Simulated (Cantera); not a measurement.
Abatement and gas-phase synthesis: S + O2 + H2

Charge: 1 mol S, 0.5 mol O2, a varied amount of H2, held at 1725 K and 1 atm.

These are equilibrium values from Cantera (NASA tables, ideal gas, pure condensed phases), not measurements of a reactor. Candidate condensed phases: H2O, H2SO4, S; 19 gas species. Equilibrium is a limit: real reactors are often held back by kinetics, nucleation or transport.

From 0.87 mol H2 to 7.6 mol H2 nothing is condensed.

```tsv
n(H2) (mol)	x H2	x H2O	x S2	x H2S	x SO2	x SO
0.87	0.0905	0.458	0.250	0.0641	0.118	0.00739
1.5	0.193	0.471	0.184	0.117	0.0235	0.00305
2.2	0.328	0.388	0.114	0.157	0.00433	0.00116
2.9	0.439	0.315	0.0716	0.166	0.00127	0.000561
3.6	0.522	0.262	0.0476	0.161	0.000505	0.000320
4.2	0.578	0.228	0.0350	0.153	0.000268	0.000216
4.9	0.629	0.198	0.0255	0.142	0.000145	0.000147
5.6	0.670	0.174	0.0193	0.132	8.65e-5	0.000105
6.3	0.703	0.156	0.0150	0.122	5.53e-5	7.93e-5
6.9	0.727	0.143	0.0124	0.115	3.94e-5	6.38e-5
7.6	0.750	0.130	0.0101	0.107	2.77e-5	5.07e-5
```
x: gas mole fraction; nothing condenses.
